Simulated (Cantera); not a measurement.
Ignition delay

Mixture: CH₄ : O₂ : N₂ : CO₂ = 1 : 1.18 : 4.42 : 0.057 (molar parts), at 750 Torr, adiabatic and at constant volume. Ignition delay is the time to a rise of 400 K.

Model: GRI-Mech 3.0 (53 species, 325 reactions), integrated in Cantera.

| T0 (K) | delay (ms) |
|---|---|
| 1100 | 266 |
| 1175 | 84.0 |
| 1250 | 28.9 |
| 1325 | 10.7 |
| 1400 | 4.25 |
| 1475 | 1.81 |
| 1550 | 0.832 |
| 1625 | 0.416 |
| 1700 | 0.225 |

```json
{
  "apparent activation energy between 1550 and 1700 K": "190 kJ/mol"
}
```
